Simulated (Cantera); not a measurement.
Charge: 1 mol MgO, 1.7 mol NF3, 33 mol N2, equilibrated at 0.728 Torr.

These are equilibrium values from Cantera (NASA tables, ideal gas, pure condensed phases), not measurements of a reactor. Candidate condensed phases: Mg, MgF2, MgO; 24 gas species. The numbers say what is thermodynamically allowed, not how fast it happens.

x: gas mole fraction; n: condensed amount in mol.

```csv
T (°C),x N2,x F,x MgF2,x O2,x NO,x O,x F2,n MgF2(s)
900,0.904,0.0827,1.30e-5,0.0133,4.27e-5,5.18e-8,…,1.000
975,0.904,0.0827,0.000133,0.0133,7.50e-5,2.47e-7,…,0.995
1050,0.903,0.0827,0.00104,0.0133,0.000123,9.84e-7,…,0.961
1125,0.898,0.0822,0.00646,0.0132,0.000192,3.38e-6,…,0.756
1200,0.880,0.0806,0.0260,0.0129,0.000280,1.02e-5,…,0
1275,0.880,0.0806,0.0260,0.0128,0.000401,2.77e-5,…,0
1350,0.880,0.0806,0.0260,0.0127,0.000554,6.88e-5,…,0
1425,0.880,0.0806,0.0260,0.0126,0.000744,0.000157,…,0
1500,0.880,0.0806,0.0260,0.0123,0.000970,0.000335,…,0
1575,0.879,0.0806,0.0260,0.0120,0.00123,0.000668,…,0
```

### Question
Complete the blanks.

### Answer

- 900, x F2: 3.68e-5
- 975, x F2: 1.32e-5
- 1050, x F2: 5.33e-6
- 1125, x F2: 2.34e-6
- 1200, x F2: 1.08e-6
- 1275, x F2: 5.60e-7
- 1350, x F2: 3.07e-7
- 1425, x F2: 1.77e-7
- 1500, x F2: 1.07e-7
- 1575, x F2: 6.75e-8
